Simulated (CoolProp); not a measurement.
Nitrogen along the isobar 34.8 bar: density (kg/m³) from the reference equation and from simpler models built on Tc = 126.2 K, pc = 33.96 bar, ω = 0.037; each cubic takes its own stable root.

Computed with CoolProp (reference Helmholtz-energy equation of state, Span 2000).

```
T (K)          phase  reference  van der Waals  Peng-Robinson
-----  -------------  ---------  -------------  -------------
115.6         liquid      598.5          419.8          627.7
134.8  supercritical      136.9          136.5          143.6
154    supercritical      95.25          97.06          98.50
173.1  supercritical      77.55          79.35          79.53
192.3  supercritical      66.51          68.07          67.83
211.5  supercritical      58.70          60.02          59.63
230.7  supercritical      52.77          53.89          53.46
249.9  supercritical      48.05          49.01          48.58
269    supercritical      44.21          45.03          44.63
288.2  supercritical      40.97          41.68          41.30
307.4  supercritical      38.21          38.83          38.48
326.6  supercritical      35.82          36.36          36.05
345.8  supercritical      33.72          34.20          33.92
```
